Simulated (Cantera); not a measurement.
A Cantera script and what it prints.

```python
import numpy as np
import cantera as ct

gas_names = """
    NH3 N CH4
""".split()
cond_names = """
    TaC(s) TaC(L) Ta(cr) Ta(L)
""".split()


# ... load() reads the species with a 1 bar reference pressure and builds the phases ...
species = {s.name: s for s in load("nasa_gas.yaml", gas_names) + load("nasa_condensed.yaml", cond_names)}
# Each term lists the table entries of one substance; the one whose range holds T is used.
reactions = {
    '3 TaC + 4 NH3(g) = 4 N(g) + 3 Ta + 3 CH4(g)':
        [(-3, ['TaC(s)', 'TaC(L)']), (-4, ['NH3']), (4, ['N']), (3, ['Ta(cr)', 'Ta(L)']), (3, ['CH4'])],
}


def pick(names, T):
    return next(species[n] for n in names if species[n].thermo.min_temp <= T <= species[n].thermo.max_temp)


results = []
for label, terms in reactions.items():
    print(label)
    print("     T/K   dH/kJ  dS/(J/K)   dG/kJ   log10 K")
    for T in [1198, 1273, 1348, 1423, 1498, 1573, 1648, 1723, 1798, 1873]:
        used = [(nu, pick(names, T)) for nu, names in terms]
        dH = sum(nu * s.thermo.h(T) for nu, s in used) / 1e6
        dS = sum(nu * s.thermo.s(T) for nu, s in used) / 1e3
        dG = dH - T * dS / 1e3
        logK = -dG * 1e6 / (ct.gas_constant * T * np.log(10))
        results.append((label, T, dH, dS, dG, logK, [s.name for _, s in used]))
        print(f"{T:8g} {dH:8.1f} {dS:8.1f} {dG:8.1f} {logK:8.2f}")
```

Output:

```
3 TaC + 4 NH3(g) = 4 N(g) + 3 Ta + 3 CH4(g)
     T/K   dH/kJ  dS/(J/K)   dG/kJ   log10 K
    1198   2288.2    405.8   1802.1   -78.57
    1273   2289.1    406.5   1771.6   -72.69
    1348   2289.9    407.2   1741.1   -67.47
    1423   2290.9    407.8   1710.5   -62.79
    1498   2291.8    408.4   1679.9   -58.58
    1573   2292.7    409.1   1649.3   -54.77
    1648   2293.7    409.6   1618.6   -51.30
    1723   2294.6    410.2   1587.8   -48.14
    1798   2295.6    410.7   1557.0   -45.23
    1873   2296.5    411.3   1526.2   -42.56
```

Source: NASA polynomial tables (part measured, part estimated), evaluated in Cantera. TaC: taken at fixed stoichiometry. Condensed species are held in their standard states even where they would react or evaporate.
